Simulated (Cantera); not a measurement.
# SiF4 + O3 + H2 (silicon oxide and oxynitride deposition)

Charge: 1 mol SiF4, 3.5 mol O3, 0.57 mol H2, at 0.555 Torr.

Equilibrium computed with Cantera from the NASA thermochemical tables; the gas is ideal and each condensed phase is pure. Candidate condensed phases: H2O, Si, SiO2; 38 gas species. The tables' values for SiF3 are old estimates; treat these amounts as uncertain. The tables hold silica as quartz up to 1696 K and as liquid above; real silica turns to tridymite and cristobalite and melts near 1996 K. Equilibrium is a limit: real reactors are often held back by kinetics, nucleation or transport.

From 1173 K to 1673 K the condensed part is SiO2(β-quartz). At 1773 K the condensed part is SiO2(condensed). The main Si-bearing gas is SiF4 throughout.

```tsv
T (K)	log p O2	log p HF	log p SiF4	log p O	n SiO2(β-quartz)	n SiO2(condensed)
1173	-3.27	-3.92	-4.11	-9.49	0.279	0
1273	-3.27	-3.91	-4.11	-8.60	0.281	0
1373	-3.27	-3.91	-4.11	-7.84	0.282	0
1473	-3.27	-3.91	-4.11	-7.19	0.283	0
1573	-3.27	-3.91	-4.11	-6.62	0.283	0
1673	-3.27	-3.91	-4.11	-6.11	0.284	0
1773	-3.27	-3.91	-4.11	-5.66	0	0.284
```
log p: log10 of the partial pressure in bar; n: condensed amount in mol.
